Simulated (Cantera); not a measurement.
Feed: 1 mol AlBr3, 28 mol NH3, 2.9 mol H2, at 850 K and 10.0 Torr.

Equilibrium computed with Cantera from the NASA thermochemical tables; the gas is ideal and each condensed phase is pure. Candidate condensed phases: Al, AlBr3, AlN, Br2; 19 gas species. Kinetics and transport are ignored.

Base state: H2 0.726, N2 0.226, HBr 0.0468, AlBr3 0.00111 (mole fractions); condensed: AlN(s).

**Question.** What changes in the equilibrium state with this change: temperature from 850 K to 2223.15 K?

**Answer.** 
| species | before | after |
|---|---|---|
| H2 | 0.726 | 0.682 |
| N2 | 0.226 | 0.222 |
| H | <1e-9 | 0.0459 |
| HBr | 0.0468 | 0.0164 |
| AlBr | <1e-9 | 0.0139 |
| Br | 7.31e-8 | 0.0174 |
| Al | <1e-9 | 0.00198 |
| AlH | <1e-9 | 3.39e-5 |
| AlBr3 | 0.00111 | 4.56e-7 |
| AlN(s), mol | 0.934 | 0 |
